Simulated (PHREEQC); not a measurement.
A made-up water analysis in mg/L, 85 °C, pH 2.47, pe 9.3:

```json
[
 {"constituent": "Na", "mg/L": "97.1"},
 {"constituent": "K", "mg/L": "676"},
 {"constituent": "Ca", "mg/L": "45.8"},
 {"constituent": "Mg", "mg/L": "0.595"},
 {"constituent": "Cl", "mg/L": "258"},
 {"constituent": "S(6) as SO4", "mg/L": "1120"},
 {"constituent": "F", "mg/L": "5.7"},
 {"constituent": "Cu(2)", "mg/L": "45.8"},
 {"constituent": "Zn", "mg/L": "20.7"}
]
```

Valence states are taken as typed.

Model: ion-association model, wateq4f.dat, run in PHREEQC.

```
quantity                     before     after
-------------------------  --------  --------
ionic strength (mol/kgw)     0.0327    0.0350
K+ (mol/kgw)                 0.0166    0.0167
SO4-2 (mol/kgw)             0.00541   0.00703
HSO4- (mol/kgw)             0.00486   0.00319
Ca+2 (mol/kgw)             0.000804  0.000780
Cu+2 (mol/kgw)             0.000489  0.000488
SI of Gypsum (CaSO4:2H2O)     -1.23     -1.23
SI of Fluorite (CaF2)         -2.76     -2.24
```

Problem. Which change was made?
(A) all concentrations times 3 at the same typed pH
(B) temperature from 85 to 60 °C at the same typed pH
(C) Cl from 258 to 129 mg/L

Solution. B, temperature from 85 to 60 °C at the same typed pH

No solid was allowed to form. At this temperature some constants are extrapolated from 25 °C, and those without enthalpy data are left unchanged.
